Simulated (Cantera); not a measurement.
Abatement and gas-phase synthesis: SF6 + H2 + N2

Input: 1 mol SF6, 2.8 mol H2, 18 mol N2, equilibrated at 2548 K.

Cantera equilibrium calculation (NASA polynomials, part measured and part estimated; ideal gas, pure solids and liquids). Candidate condensed phases: S; 35 gas species. The ideal-gas law is rough above about 30 bar. The tables' values for S2F2 (SSF2), FS2F (FSSF), SF3 are old estimates; treat these amounts as uncertain. Kinetics and transport are ignored.

| P (Pa) | x N2 | x HF | x F | x H | x S | x S2 | x SF2 | x S2F2 (SSF2) |
|---|---|---|---|---|---|---|---|---|
| 10 | 0.682 | 0.159 | 0.0683 | 0.0526 | 0.0378 | 5.00e-5 | 3.25e-10 | <1e-12 |
| 120 | 0.711 | 0.207 | 0.0295 | 0.0132 | 0.0382 | 0.000613 | 8.82e-9 | 3.39e-12 |
| 1400 | 0.722 | 0.222 | 0.0181 | 0.00198 | 0.0306 | 0.00461 | 3.62e-7 | 1.30e-9 |
| 17000 | 0.729 | 0.227 | 0.0157 | 0.000192 | 0.0145 | 0.0126 | 1.91e-5 | 3.96e-7 |
| 210000 | 0.735 | 0.228 | 0.0127 | 1.94e-5 | 0.00473 | 0.0165 | 0.000618 | 5.15e-5 |
| 2500000 | 0.741 | 0.230 | 0.00467 | 4.46e-6 | 0.00134 | 0.0157 | 0.00336 | 0.000945 |
| 30000000 | 0.744 | 0.231 | 0.000755 | 2.31e-6 | 0.000370 | 0.0144 | 0.00350 | 0.00326 |
x: gas mole fraction; nothing condenses.

From 10.0 Pa to 3.00e7 Pa nothing is condensed.
